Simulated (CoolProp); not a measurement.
Vapour-liquid equilibrium of methanol (1) + dimethyl carbonate (2) at 408.7 K; x and y are mole fractions of (1).

Model: multi-fluid Helmholtz-energy mixture model, de Reuck 1993 and Zhou 2011; pair parameters Bell 2016, in CoolProp.

**Question.** Give the bubble pressure and the first vapour's composition at x = 0.275, 0.575, 0.95. Is there an azeotrope?

**Answer.** x = 0.275: 672.6 kPa, y = 0.555; x = 0.575: 853.5 kPa, y = 0.742; x = 0.95: 968.6 kPa, y = 0.956. No azeotrope shows between x = 0.05 and 0.95.

Pair parameters are fitted to limited data, so mixtures are less certain than the pure fluids.
